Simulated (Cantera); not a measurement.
**Diamond growth**

A diamond (100) surface in a fixed gas of H2 with x(CH4) = 0.0051, x(H) = 0.024, x(CH3) = 2.3e-05, at 1423 K; coverages are run to steady state.

Model: the Harris–Goodwin 1993 mechanism for the reconstructed diamond (100) surface, integrated in Cantera.

```
P (Pa)  growth (µm/h)  θ c6HH  θ c6H*  θ c6*H  θ c6**
------  -------------  ------  ------  ------  ------
590            0.0226   0.317  0.0622   0.551  0.0705
940            0.0438   0.317  0.0622   0.551  0.0705
1500           0.0820   0.317  0.0622   0.551  0.0705
2400            0.150   0.317  0.0622   0.550  0.0705
3900            0.277   0.317  0.0623   0.550  0.0705
6300            0.512   0.317  0.0624   0.550  0.0705
10000           0.942   0.317  0.0626   0.550  0.0706
16000            1.79   0.317  0.0629   0.550  0.0707
```
θ: site fractions in the mechanism's names (c6HH fully hydrogenated, c6H* and c6*H radical sites, c6** diradical, c6HM methylated).
